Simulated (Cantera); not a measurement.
# Ignition delay

Mixture: CH4 : C2H6 : O2 : N2 = 1 : 0.096 : 3.44 : 11.7 (molar parts), equivalence ratio 0.68, at 750 Torr, adiabatic and at constant volume. Ignition delay is the time to a rise of 400 K.

Computed with Cantera and GRI-Mech 3.0 (53 species, 325 reactions).

```
T0 (K)  delay (ms)
------  ----------
1225          3.42
1325          1.14
1425         0.424
1525         0.176
1625        0.0830
1725        0.0444
1825        0.0266
```

The apparent activation energy between 1625 and 1825 K comes out as 140 kJ/mol.
